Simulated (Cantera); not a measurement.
An isothermal, constant-pressure homogeneous reactor starts with 48.1 % CH₄, 38.9 % H₂O, 13.0 % H₂, at 2175 K and 760 Torr.

Model: GRI-Mech 3.0 (53 species, 325 reactions), integrated in Cantera.

x: mole fraction; the columns are a selection and need not sum to one.

```json
[
 {"t (s)": "1.00e-6", "x CH₄": "0.472", "x H₂O": "0.388", "x H₂": "0.133", "x HO₂": "2.63e-12", "x OH": "…"},
 {"t (s)": "3.55e-6", "x CH₄": "0.442", "x H₂O": "0.383", "x H₂": "0.148", "x HO₂": "3.73e-11", "x OH": "…"},
 {"t (s)": "1.26e-5", "x CH₄": "0.286", "x H₂O": "0.347", "x H₂": "0.277", "x HO₂": "1.85e-10", "x OH": "…"},
 {"t (s)": "4.46e-5", "x CH₄": "0.113", "x H₂O": "0.286", "x H₂": "0.464", "x HO₂": "1.62e-10", "x OH": "…"},
 {"t (s)": "0.000158", "x CH₄": "0.0370", "x H₂O": "0.247", "x H₂": "0.554", "x HO₂": "1.49e-10", "x OH": "…"},
 {"t (s)": "0.000562", "x CH₄": "0.0156", "x H₂O": "0.198", "x H₂": "0.607", "x HO₂": "1.10e-10", "x OH": "…"},
 {"t (s)": "0.00199", "x CH₄": "0.0106", "x H₂O": "0.121", "x H₂": "0.667", "x HO₂": "3.78e-11", "x OH": "…"},
 {"t (s)": "0.00707", "x CH₄": "0.00569", "x H₂O": "0.0477", "x H₂": "0.725", "x HO₂": "5.50e-12", "x OH": "…"},
 {"t (s)": "0.0251", "x CH₄": "0.00219", "x H₂O": "0.00889", "x H₂": "0.755", "x HO₂": "<1e-12", "x OH": "…"},
 {"t (s)": "0.0890", "x CH₄": "0.000687", "x H₂O": "0.000167", "x H₂": "0.763", "x HO₂": "<1e-12", "x OH": "…"},
 {"t (s)": "0.316", "x CH₄": "0.000612", "x H₂O": "2.61e-6", "x H₂": "0.763", "x HO₂": "<1e-12", "x OH": "1.96e-9"},
 {"t (s)": "1.12", "x CH₄": "0.000612", "x H₂O": "2.61e-6", "x H₂": "0.763", "x HO₂": "<1e-12", "x OH": "1.96e-9"},
 {"t (s)": "3.97", "x CH₄": "0.000612", "x H₂O": "2.61e-6", "x H₂": "0.763", "x HO₂": "<1e-12", "x OH": "1.96e-9"},
 {"t (s)": "14.1", "x CH₄": "0.000612", "x H₂O": "2.61e-6", "x H₂": "0.763", "x HO₂": "<1e-12", "x OH": "1.96e-9"},
 {"t (s)": "50.0", "x CH₄": "0.000612", "x H₂O": "2.61e-6", "x H₂": "0.763", "x HO₂": "<1e-12", "x OH": "1.96e-9"}
]
```

**Question.** Fill in the missing entries.

**Answer.** 
- 1.00e-6, x OH: 4.75e-5
- 3.55e-6, x OH: 0.000145
- 1.26e-5, x OH: 0.000262
- 4.46e-5, x OH: 0.000217
- 0.000158, x OH: 0.000198
- 0.000562, x OH: 0.000165
- 0.00199, x OH: 9.67e-5
- 0.00707, x OH: 3.65e-5
- 0.0251, x OH: 6.68e-6
- 0.0890, x OH: 1.25e-7
